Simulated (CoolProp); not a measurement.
Properties of R11 at several states (Tc = 471.1 K, pc = 4408 kPa, ω = 0.189).

Model: reference Helmholtz-energy equation of state, Jacobsen 1992, in CoolProp.

| T (K) | p (kPa) | phase | Z | speed of sound (m/s) |
|---|---|---|---|---|
| 281.1 | 1790 | liquid | (withheld) | (withheld) |
| 226.4 | 6160 | liquid | (withheld) | (withheld) |
| 376.6 | 13300 | liquid | (withheld) | (withheld) |
| 385.5 | 7490 | liquid | (withheld) | (withheld) |

Task: Complete the blanks.

Result: 
- 281.1, Z: 0.06921
- 281.1, speed of sound (m/s): 800.5
- 226.4, Z: 0.2733
- 226.4, speed of sound (m/s): 1028
- 376.6, Z: 0.4384
- 376.6, speed of sound (m/s): 589.6
- 385.5, Z: 0.2510
- 385.5, speed of sound (m/s): 518.2
